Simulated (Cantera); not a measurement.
An adiabatic, constant-volume homogeneous reactor starts with 22.1 % CO, 21.0 % H₂, 0.819 % CH₄, 11.6 % O₂, 43.6 % N₂, 0.841 % CO₂, equivalence ratio 2.0, at 1550 K and 4.93 atm.

Model: GRI-Mech 3.0 (53 species, 325 reactions), integrated in Cantera. Above 3000 K some thermodynamic fits are extrapolated.

### Question
Predict: time of steepest temperature rise; temperature at 4.00 s; equilibrium temperature; x(CO) at 4.00 s; x(H₂) at 4.00 s; x(NO) at 4.00 s; x(H) at 4.00 s.

### Answer
```json
{
 "time_of_steepest_temperature_rise": "3.23 µs",
 "temperature at 4.00 s": "3089 K",
 "equilibrium_temperature": "3089 K",
 "x(CO) at 4.00 s": "0.195 (gas-phase equilibrium 0.195)",
 "x(H₂) at 4.00 s": "0.0669 (gas-phase equilibrium 0.0669)",
 "x(NO) at 4.00 s": "0.00435 (gas-phase equilibrium 0.00435)",
 "x(H) at 4.00 s": "0.0177 (gas-phase equilibrium 0.0177)"
}
```
